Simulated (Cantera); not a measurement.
A closed system holds: 1 mol Si(CH3)4, 0.13 mol C2H2, 22 mol H2, equilibrated at 2348.15 K and 6.60 mbar.

Method: chemical equilibrium by Gibbs-energy minimisation in Cantera with the NASA 1993 tables (ideal gas, pure condensed phases). Candidate condensed phases: C, C6H6, C7H8, C8H18, Si, SiC; 87 gas species. Gases not in the tables: Si2H6 and higher silanes. The numbers say what is thermodynamically allowed, not how fast it happens.

Base state: H2 0.827, H 0.138, Si 0.0242, C2H2 (acetylene) 0.00452, SiC2 0.00393, Si2C 0.00157, SiH 0.000603, Si2 5.72e-5 (mole fractions); condensed: C(graphite).

Problem. What changes in the equilibrium state with this change: temperature from 2348.15 K to 1123 K?

Solution. 
```
species            before     after
----------------  -------  --------
H2                  0.827     1.000
CH4               8.81e-7  0.000194
H                   0.138   5.24e-7
Si                 0.0242     <1e-9
SiC2              0.00393     <1e-9
Si2C              0.00157     <1e-9
C(graphite), mol     3.68      3.25
SiC(s), mol             0      1.00
```

Problem. What changes in the equilibrium state with this change: pressure from 6.60 mbar to 1.00 bar?

Solution. 
```
species            before     after
----------------  -------  --------
H2                  0.827     0.982
H                   0.138    0.0122
C2H2 (acetylene)  0.00452   0.00537
Si                 0.0242  0.000232
CH4               8.81e-7  0.000188
SiC2              0.00393   3.76e-5
Si2C              0.00157   2.18e-5
Si2               5.72e-5   7.96e-7
CH3               2.74e-6   4.37e-5
C(graphite), mol     3.68      2.96
SiC(s), mol             0     0.986
```
